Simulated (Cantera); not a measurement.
Input (Python, Cantera):

```python
import numpy as np
import cantera as ct

gas = ct.Solution("gri30.yaml")
gas.TPX = 1050, 2200000, {'CH4': 1, 'C2H6': 0.064, 'O2': 2.42, 'N2': 9.09}
reactor = ct.IdealGasConstPressureReactor(gas, energy="on", clone=False)
net = ct.ReactorNet([reactor])
net.rtol, net.atol = 1e-08, 1e-16
show = ['CH4', 'C2H6', 'O2', 'N2O', 'C2H4']
times = np.geomspace(3e-06, 0.6, 16)

steps = ct.SolutionArray(gas, extra=["t"])
rows = []
print(f"{'t/s':>10s}{'T/K':>9s}{'P/Pa':>11s}" + "".join(f"{s:>11s}" for s in show))
for t in times:
    while net.time < t:
        t_next = net.step()
        steps.append(gas.state, t=t_next)
    rows.append([np.interp(t, steps.t, y) for y in (steps.T, steps.P, *steps(*show).X.T)])
    print(f"{t:10.3e}{rows[-1][0]:9.1f}{rows[-1][1]:11.4g}" + "".join(f"{x:11.3e}" for x in rows[-1][2:]))
rate = np.gradient(steps.T, steps.t)
print("integrator steps:", len(steps.t))
if steps.T.max() > steps.T[0] + 200:
    print(f"time of steepest temperature rise: {steps.t[rate.argmax()]:.4e} s")
gas.TPX = 1050, 2200000, {'CH4': 1, 'C2H6': 0.064, 'O2': 2.42, 'N2': 9.09}
gas.equilibrate("HP")
print(f"equilibrium (HP): T = {gas.T:.1f} K  " + "  ".join(f"{s} {gas[s].X[0]:.3e}" for s in show))
```

Result:

```
       t/s      T/K       P/Pa        CH4       C2H6         O2        N2O       C2H4
 3.000e-06   1050.0    2.2e+06  7.953e-02  5.090e-03  1.925e-01  4.272e-17  3.230e-11
 6.769e-06   1050.0    2.2e+06  7.953e-02  5.090e-03  1.925e-01  2.020e-16  1.715e-10
 1.527e-05   1050.0    2.2e+06  7.953e-02  5.090e-03  1.925e-01  1.013e-15  8.760e-10
 3.446e-05   1050.0    2.2e+06  7.953e-02  5.090e-03  1.925e-01  5.291e-15  4.295e-09
 7.776e-05   1050.0    2.2e+06  7.953e-02  5.090e-03  1.925e-01  2.909e-14  2.017e-08
 1.754e-04   1050.0    2.2e+06  7.953e-02  5.090e-03  1.925e-01  1.681e-13  9.105e-08
 3.959e-04   1050.0    2.2e+06  7.953e-02  5.089e-03  1.925e-01  1.026e-12  4.444e-07
 8.932e-04   1050.0    2.2e+06  7.952e-02  5.087e-03  1.925e-01  7.294e-12  3.099e-06
 2.015e-03   1050.5    2.2e+06  7.945e-02  5.061e-03  1.924e-01  5.997e-11  3.361e-05
 4.547e-03   1063.4    2.2e+06  7.788e-02  4.672e-03  1.905e-01  5.890e-10  5.122e-04
 1.026e-02   2660.3    2.2e+06  1.904e-15  4.880e-29  1.636e-02  1.976e-06  1.288e-23
 2.315e-02   2660.3    2.2e+06  1.904e-15  4.881e-29  1.636e-02  1.976e-06  1.288e-23
 5.223e-02   2660.3    2.2e+06  1.904e-15  4.881e-29  1.636e-02  1.976e-06  1.288e-23
 1.179e-01   2660.3    2.2e+06  1.904e-15  4.881e-29  1.636e-02  1.976e-06  1.288e-23
 2.659e-01   2660.3    2.2e+06  1.904e-15  4.881e-29  1.636e-02  1.976e-06  1.288e-23
 6.000e-01   2660.3    2.2e+06  1.904e-15  4.881e-29  1.636e-02  1.976e-06  1.288e-23
integrator steps: 2310
time of steepest temperature rise: 5.6609e-03 s
equilibrium (HP): T = 2660.3 K  CH4 2.425e-15  C2H6 6.908e-29  O2 1.636e-02  N2O 1.976e-06  C2H4 1.441e-23
```

Computed with Cantera and GRI-Mech 3.0 (53 species, 325 reactions). The pressure lies above the range GRI-Mech 3.0 was tuned for (to about 10 atm).
